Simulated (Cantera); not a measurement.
An isothermal, constant-pressure homogeneous reactor starts with 0.238 % CO, 0.368 % O2, 0.0387 % H2O, 99.4 % N2, equivalence ratio 0.32, at 1300 K and 4.93 atm.

Computed with Cantera and GRI-Mech 3.0 (53 species, 325 reactions).

One state of this run: x CO = 2.54e-5; x O2 = 0.00250; x H2O = 0.000387; x HO2 = 1.09e-7; x O = 6.64e-7; x H = 2.08e-8; x N2O = 2.74e-6. x: mole fraction; the columns are a selection and need not sum to one.

Q: Which value of t (s) does it belong to?
A. 2.01
B. 0.00232
C. 30.0
D. 0.134

A: D, 0.134
